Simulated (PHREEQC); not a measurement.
Dissolve 0.0094 mol ZnSO4 per kg of water at 25 °C. Closed to the air; pH follows from the charge balance.

Equilibrium calculation in PHREEQC: ion-association model, phreeqc.dat.

```
quantity                    before     after
------------------------  --------  --------
pH                            5.76      5.97
ionic strength (mol/kgw)    0.0256   0.00630
Zn+2 (mol/kgw)             0.00641   0.00158
SO4-2 (mol/kgw)            0.00627   0.00157
ZnSO4 (mol/kgw)            0.00284  0.000300
Zn(SO4)2-2 (mol/kgw)      0.000148   3.86e-6
```

Task: What was changed between the two runs?
(A) temperature from 25 to 70 °C
(B) diluted 2-fold with water
(C) diluted 10-fold with water
(D) ZnSO4 from 0.0094 to 0.0188 mol/kgw
(E) diluted 5-fold with water

Result: E, diluted 5-fold with water

This is a speciation only: nothing precipitates in the calculation.
